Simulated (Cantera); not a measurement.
# Equilibrium for oxide etching and cleaning by halides: B2O3 + HCl + H2

A closed system holds: 1 mol B2O3, 56 mol HCl, 0.62 mol H2, at 800 K and 3.70 Pa.

Equilibrium computed with Cantera from the NASA thermochemical tables; the gas is ideal and each condensed phase is pure. Candidate condensed phases: B, B2O3, B3O3H3, H2O; 33 gas species. Kinetics and transport are ignored.

x(HCl): 0.989
x(H2): 0.0110
x(H2O): 9.29e-6
x(BCl3): 5.53e-6
n(B2O3(l)): 1.000 mol
gas amount: 56.62 mol
log10 activity of B(s) (absent): -10.17
log10 activity of B3O3H3(s) (absent): -25.42
